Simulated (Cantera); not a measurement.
Charge: 1 mol SiH₄, 0.77 mol NH₃, 60 mol N₂, at 1498 K and 0.00910 bar.

These are equilibrium values from Cantera (NASA tables, ideal gas, pure condensed phases), not measurements of a reactor. Candidate condensed phases: Si, Si₃N₄; 18 gas species. The numbers say what is thermodynamically allowed, not how fast it happens.

Base state: N₂ 0.950, H₂ 0.0502, H 4.03e-5 (mole fractions); condensed: Si₃N₄(s).

Problem. What changes in the equilibrium state with this change: temperature from 1498 K to 1950 K?

Solution. 
```csv
species,before,after
N₂,0.950,0.946
H₂,0.0502,0.0481
H,4.03e-5,0.00264
Si,3.34e-8,0.00262
Si₂N,<1e-9,9.84e-5
Si₂,<1e-9,2.40e-5
SiH,2.31e-9,4.19e-5
"Si₃N₄(s), mol",0.333,0
"Si(l), mol",0,0.809
```
The tables' values for SiN are old estimates; treat these amounts as uncertain.
